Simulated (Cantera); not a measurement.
What does this Cantera script print?

```python
import numpy as np
import cantera as ct

gas_names = """
    I I2 Mg MgI MgI2 MgO Mg2 O O2 O3
""".split()
cond_names = """
    I2(cr) I2(L) Mg(cr) Mg(L) MgI2(s) MgI2(L) MgO(s) MgO(L)
""".split()


# ... load() reads the species with a 1 bar reference pressure and builds the phases ...
atoms = {
    'MgO': {'Mg': 1, 'O': 1},
    'I2': {'I': 2},
    'O2': {'O': 2},
}
top_T = {}  # K; cautious upper limits of use, not melting points


# ... equilibrate(T, P, feed) seeds the gas with the atoms and calls Mixture.equilibrate('TP', solver="vcs", rtol=1e-11, max_steps=5000) ...
results = []
feed = {'MgO': 1, 'I2': 0.14, 'O2': 0.94}  # mol
T = 1723  # K
P = 13332.2  # Pa
mix = equilibrate(T, P, feed)
results.append((T, P, feed, dict(zip(mix.species_names, mix.species_moles))))
x = sorted(zip(gas.X, gas.species_names), reverse=True)
print(f"T = {T:g} K  P = {P:g} Pa  gas = {mix.phase_moles(0):.4g} mol")
print("   x: " + "  ".join(f"{s} {v:.3e}" for v, s in x if v > 1e-05))
print("   condensed (mol): " + ("  ".join(f"{mix.phase(i).name} {mix.phase_moles(i):.4g}"
      for i in range(1, mix.n_phases) if mix.phase_moles(i) > 1e-12) or "none"))
```

Result:

```
T = 1723 K  P = 13332.2 Pa  gas = 1.219 mol
   x: O2 7.711e-01  I 2.279e-01  I2 9.094e-04  O 1.367e-04
   condensed (mol): MgO(s) 1
```

Cantera equilibrium calculation (NASA polynomials, part measured and part estimated; ideal gas, pure solids and liquids).
